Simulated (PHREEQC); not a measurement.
0.36 g of hydrous ferric oxide (600 m²/g; 0.2 weak and 0.005 strong sites per Fe, Dzombak-Morel constants, diffuse double layer) in 1 kg of water with 0.1 mol/kgw of an inert sodium salt and 0.00023 mol/kgw ZnSO4 and 0.00055 mol/kgw Na2HAsO4, at 25 °C; the pH is set by adding NaOH or the inert anion's acid. Oxygen alone is held at its pressure in air (log pO2 = -0.68). The system is closed to CO2. Precipitation was switched off in this run.

The series has 17 steps of pH, from 4 to 12.

Equilibrium calculation in PHREEQC: ion-association model, wateq4f.dat.

Near which pH is half of the Zn sorbed, and on which side is more sorbed?

Near pH 6.7, with more sorbed at higher pH.

Near which pH is half of the As sorbed, and on which side is more sorbed?

Near pH 8.6, with more sorbed at lower pH.

At which pH does the surface charge pass through zero?

Near pH 5.9.

Species that the database lacks are ignored. The database has no arsenate complexes of Zn.
